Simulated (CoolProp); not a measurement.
Decamethyltetrasiloxane (MD2M) along the isotherm 600 K: fugacity coefficient from the reference equation and from simpler models built on Tc = 599.4 K, pc = 1.144 MPa, ω = 0.635; each cubic takes its own stable root.

Model: reference Helmholtz-energy equation of state, Thol 2017, in CoolProp.

```tsv
p (MPa)	phase	reference	Soave-Redlich-Kwong	Peng-Robinson
0.00543	gas	0.9985	0.9984	0.9982
0.0123	gas	0.9966	0.9964	0.9959
0.0281	gas	0.9921	0.9917	0.9907
0.064	gas	0.9821	0.9811	0.9790
0.146	gas	0.9595	0.9570	0.9524
0.331	gas	?	?	?
0.754	gas	0.7939	0.7833	?
1.72	supercritical	0.4917	0.4960	0.4740
```

**Question.** Complete the blanks.

**Answer.** 
- 0.331, reference: 0.9089
- 0.331, Soave-Redlich-Kwong: 0.9035
- 0.331, Peng-Robinson: 0.8936
- 0.754, Peng-Robinson: 0.7646
